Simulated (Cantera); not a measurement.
A closed system holds: 1 mol B₂H₆, 2.7 mol H₂, equilibrated at 1677 °C and 0.00490 bar.

These are equilibrium values from Cantera (NASA tables, ideal gas, pure condensed phases), not measurements of a reactor. Candidate condensed phases: B; 7 gas species. The feed counts by its element totals alone. The tables' values for BH₂ are old estimates; treat these amounts as uncertain. The numbers say what is thermodynamically allowed, not how fast it happens.

Base state: H₂ 0.983, H 0.0162, BH₂ 0.000343, B 1.16e-5 (mole fractions); condensed: B(s).

Q: What changes in the equilibrium state with this change: pressure from 0.00490 bar to 0.170 bar?

A: 
| species | before | after |
|---|---|---|
| H₂ | 0.983 | 0.997 |
| H | 0.0162 | 0.00278 |
| BH₂ | 0.000343 | 0.000347 |
| B | 1.16e-5 | 3.34e-7 |
| BH₃ | 2.14e-6 | 1.29e-5 |
| B(s), mol | 2.00 | 2.00 |
Gases not in the tables: B₂H₆ and higher boranes.
